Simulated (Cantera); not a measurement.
A closed system holds: 1 mol CH₃SiH₃, 0.1 mol HCl, 87 mol H₂, at 0.0133 bar.

Method: chemical equilibrium by Gibbs-energy minimisation in Cantera with the NASA 1993 tables (ideal gas, pure condensed phases). Candidate condensed phases: C, C₆H₆, C₇H₈, C₈H₁₈, Si, SiC; 109 gas species. The feed counts by its element totals alone. Gases not in the tables: Si₂H₆ and higher silanes. The numbers say what is thermodynamically allowed, not how fast it happens.

log p: log10 of the partial pressure in bar; n: condensed amount in mol.

| T (K) | log p H₂ | log p H | log p Si | log p C₂H₂ (acetylene) | log p HCl | log p SiC₂ | n SiC(s) |
|---|---|---|---|---|---|---|---|
| 1598 | -1.88 | -5.21 | -7.94 | -8.59 | -4.83 | -12.50 | 1.000 |
| 1748 | -1.88 | [?] | [?] | [?] | -4.83 | [?] | 0.999 |
| 1898 | -1.88 | -4.05 | -5.92 | -6.16 | -4.83 | -8.37 | 0.990 |
| 2048 | -1.88 | -3.59 | -5.07 | -5.33 | -4.84 | -6.83 | 0.932 |
| 2198 | -1.90 | -3.20 | -4.35 | -4.63 | -4.86 | -5.50 | 0.609 |
| 2348 | -1.93 | [?] | -3.96 | -4.28 | -4.89 | -4.84 | 0 |
| 2498 | -1.98 | -2.59 | -3.95 | -4.29 | -4.95 | -4.88 | 0 |

Problem. Complete the blanks.

Solution. 
- 2348, log p H: -2.87
- 1748, log p H: -4.58
- 1748, log p Si: -6.90
- 1748, log p C₂H₂ (acetylene): -7.15
- 1748, log p SiC₂: -10.20
